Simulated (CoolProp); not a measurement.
Values from CoolProp's reference Helmholtz-energy equation of state, Zhou 2014.

### Question
For cyclohexane, give the phase and the cv (kJ/(kg K)), Joule-Thomson coefficient (K/MPa) at 459.6 K and 1590 kPa; 436 K and 3610 kPa; 523.6 K and 151 kPa.

### Answer
- 459.6 K and 1590 kPa: liquid; cv 2.10, Joule-Thomson coefficient 0.0664
- 436 K and 3610 kPa: liquid; cv 1.99, Joule-Thomson coefficient -0.112
- 523.6 K and 151 kPa: gas; cv 2.27, Joule-Thomson coefficient 7.04
